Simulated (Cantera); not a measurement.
# NO annealing gas

A perfectly stirred reactor is fed with 84.7 % NO, 15.3 % N₂, at 0.809 atm; it is held at 2150 K, and followed from long to short residence time.

Cantera simulation using GRI-Mech 3.0 (53 species, 325 reactions); the numbers are that mechanism's predictions, not measurements.

```
τ (s)      x NO      x O₂   x N₂       x O     x N₂O     x NO₂
-------  ------  --------  -----  --------  --------  --------
15       0.0305     0.407  0.561   0.00139   8.70e-7   5.25e-5
3.0      0.0712     0.387  0.540   0.00135   2.53e-6  0.000119
0.59      0.196     0.325  0.478   0.00125   1.63e-5  0.000301
0.12      0.470     0.187  0.341  0.000973   9.65e-5  0.000555
0.022     0.742    0.0520  0.205  0.000582  0.000256  0.000501
0.0044    0.825    0.0104  0.163  0.000380  0.000319  0.000345
0.00086   0.843   0.00165  0.154  0.000291  0.000290  0.000261
0.00017   0.847  0.000136  0.153  0.000168  0.000171  0.000141
```
x: mole fraction; the columns are a selection and need not sum to one.
